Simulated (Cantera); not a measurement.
A closed system holds: 1 mol SiH4, 12 mol CO2, 3.6 mol N2, held at 65000 Pa.

Cantera equilibrium calculation (NASA polynomials, part measured and part estimated; ideal gas, pure solids and liquids). Candidate condensed phases: C, C6H6, C7H8, C8H18, H2O, Si, SiC, SiO2, Si2N2O, Si3N4; 151 gas species. The tables hold silica as quartz up to 1696 K and as liquid above; real silica turns to tridymite and cristobalite and melts near 1996 K. Gases not in the tables: Si(OH)4. The numbers say what is thermodynamically allowed, not how fast it happens. All values below are at 1225 °C.

Base state: CO2 0.471, CO 0.210, N2 0.205, H2O 0.0969, H2 0.0168 (mole fractions); condensed: SiO2(β-quartz).

Task: What changes in the equilibrium state with this change: CO2 from 12 to 3.7 mol?

Result: 
| species | before | after |
|---|---|---|
| N2 | 0.205 | 0.387 |
| CO | 0.210 | 0.308 |
| H2 | 0.0168 | 0.122 |
| CO2 | 0.471 | 0.0902 |
| H2O | 0.0969 | 0.0926 |
| SiO2(β-quartz), mol | 1.00 | 1.00 |
